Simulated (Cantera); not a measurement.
A perfectly stirred reactor is fed with 4.32 % CH4, 15.7 % O2, 59.2 % N2, 20.7 % H2O, equivalence ratio 0.55, at 760 Torr; it is adiabatic with a 723 K inlet, and is followed from long to short residence time, starting on the burning branch (τ in s: 0.071, 0.034, 0.016, 0.0077, 0.0037, 0.0017, 0.00083, 0.0004, 0.00019, 9e-05, 4.3e-05, 2e-05).

Computed with Cantera and GRI-Mech 3.0 (53 species, 325 reactions).

Q: Predict: blow-out, bracketed by the residence times tried; x(CH4) at τ = 71.0 ms; x(O2) at τ = 71.0 ms; x(H2O) at τ = 71.0 ms; x(NO) at τ = 71.0 ms; x(CH3) at τ = 71.0 ms; x(CH4) at τ = 0.830 ms; x(O2) at τ = 0.830 ms; x(H2O) at τ = 0.830 ms; x(NO) at τ = 0.830 ms; x(CH3) at τ = 0.830 ms.

A: 
| Quantity | Result |
|---|---|
| blow-out, bracketed by the residence times tried | burning at 0.830 ms, out at 0.400 ms |
| x(CH4) at τ = 71.0 ms | 1.97e-5 |
| x(O2) at τ = 71.0 ms | 0.0708 |
| x(H2O) at τ = 71.0 ms | 0.293 |
| x(NO) at τ = 71.0 ms | 1.35e-6 |
| x(CH3) at τ = 71.0 ms | 4.25e-6 |
| x(CH4) at τ = 0.830 ms | 0.000473 |
| x(O2) at τ = 0.830 ms | 0.0748 |
| x(H2O) at τ = 0.830 ms | 0.288 |
| x(NO) at τ = 0.830 ms | 9.77e-7 |
| x(CH3) at τ = 0.830 ms | 6.95e-5 |
